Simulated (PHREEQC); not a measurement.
A PHREEQC speciation (ion-association model, wateq4f.dat) at 25 °C gives pH 2.37 and these molalities:

```json
[
 {"species": "Cl-", "mol/kgw": "0.374"},
 {"species": "Cu+2", "mol/kgw": "0.166"},
 {"species": "CuCl+", "mol/kgw": "0.0403"},
 {"species": "H+", "mol/kgw": "0.00556"},
 {"species": "BF4-", "mol/kgw": "0.00356"},
 {"species": "HF", "mol/kgw": "0.00326"},
 {"species": "CuCl2", "mol/kgw": "0.00293"},
 {"species": "H3BO3", "mol/kgw": "0.00106"},
 {"species": "F-", "mol/kgw": "0.000931"},
 {"species": "CuF+", "mol/kgw": "0.000583"},
 {"species": "BF3OH-", "mol/kgw": "0.000350"},
 {"species": "BF2(OH)2-", "mol/kgw": "0.000128"},
 {"species": "H2F2", "mol/kgw": "3.15e-5"},
 {"species": "HF2-", "mol/kgw": "1.32e-5"},
 {"species": "CuCl3-", "mol/kgw": "4.36e-6"}
]
```

Problem. What are the element totals, and what could have been dissolved in 1 kg of water to give them?

Solution. This is not unique; one that fits is totals B 0.00510, Cl 0.420, Cu(2) 0.210, F 0.0204 mol/kgw, from 0.21 mol/kgw CuCl2 and 0.0051 mol/kgw HBF4.

Precipitation was switched off in this run. Real BF4- forms and hydrolyses slowly; the run takes it at equilibrium.
